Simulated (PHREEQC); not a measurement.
Dissolve 0.0038 mol NH3 and 0.0015 mol K2CO3 per kg of water at 20 °C. Closed to the air; pH follows from the charge balance.

Model: ion-association model, phreeqc.dat, run in PHREEQC.

| quantity | before | after |
|---|---|---|
| pH | 10.82 | 10.56 |
| ionic strength (mol/kgw) | 0.00431 | 0.000252 |
| NH3 (mol/kgw) | 0.00365 | 0.00355 |
| NH4+ (mol/kgw) | 0.000149 | 0.000252 |

Question: Which change was made?
(A) temperature from 20 to 35 °C
(B) K2CO3 replaced by KCl at the same molality
(C) NH3 from 0.0038 to 0.019 mol/kgw
(D) K2CO3 left out
(E) NH3 from 0.0038 to 0.00038 mol/kgw

Answer: D, K2CO3 left out

This is a speciation only: nothing precipitates in the calculation.
